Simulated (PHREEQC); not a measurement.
Synthetic water in mg/L, 20 °C, pH 6.57, pe 10.8:

| constituent | mg/L |
|---|---|
| Na | 32.4 |
| K | 70.7 |
| Ca | 482 |
| Mg | 43.3 |
| Cl | 311 |
| S(6) as SO4 | 273 |
| Alkalinity as HCO3 | 259 |
| Sr | 0.333 |
| Ni | 0.662 |

Valence states are taken as typed.

The numbers come from PHREEQC with the ion-association model, wateq4f.dat.

Precipitation was switched off in this run.

Task: Order these S species by the share of S that they hold, largest first: KSO4-, CaSO4, SO4-2, NaSO4-, MgSO4.

Result: SO4-2 (61 %), CaSO4 (33 %), MgSO4 (5.3 %), KSO4- (0.35 %), NaSO4- (0.21 %)

Task: Order these Ca species by the share of Ca that they hold, largest first: Ca+2, CaSO4, CaHCO3+.

Result: Ca+2 (90 %), CaSO4 (7.7 %), CaHCO3+ (2.1 %)

The pH is 6.57 and the ionic strength 0.0365 mol/kgw. Complexes and solids missing from the database can't appear. The database's nickel carbonate constants are estimates that later reviews lower a good deal.
